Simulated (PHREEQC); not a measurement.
0.41 g of hydrous ferric oxide (600 m²/g; 0.2 weak and 0.005 strong sites per Fe, Dzombak-Morel constants, diffuse double layer) in 1 kg of water with 0.05 mol/kgw of an inert sodium salt, at 25 °C; the pH is set by adding NaOH or the inert anion's acid. O2 is buffered at 0.21 atm. No CO2 enters from the air. Nothing may precipitate in this run.

Base run: PHREEQC, ion-association model, wateq4f.dat. Each further column changes one thing. The table gives surface charge σ (C/m²).

| pH | base | background salt from 0.05 to 0.005 mol/kgw | oxide from 0.41 to 2 g/kgw | 0.00047 mol/kgw Na2HAsO4 added |
|---|---|---|---|---|
| 3 | 0.357 | 0.305 | 0.358 | 0.157 |
| 4.33 | 0.258 | 0.149 | 0.260 | 0.082 |
| 5 | 0.181 | 0.091 | 0.182 | 0.049 |
| 6.33 | 0.067 | 0.027 | 0.067 | 0.006 |
| 7.67 | 0.012 | 0.004 | 0.012 | -0.029 |
| 9 | -0.026 | … | -0.026 | -0.073 |
| 9.67 | -0.055 | … | -0.055 | … |
| 11 | -0.158 | … | -0.159 | … |

**Question.** Complete the blanks.

**Answer.** 
- 9, background salt from 0.05 to 0.005 mol/kgw: -0.009
- 9.67, background salt from 0.05 to 0.005 mol/kgw: -0.021
- 9.67, 0.00047 mol/kgw Na2HAsO4 added: -0.105
- 11, background salt from 0.05 to 0.005 mol/kgw: -0.081
- 11, 0.00047 mol/kgw Na2HAsO4 added: -0.191

The oxide is taken as insoluble; below pH 4 it would dissolve.
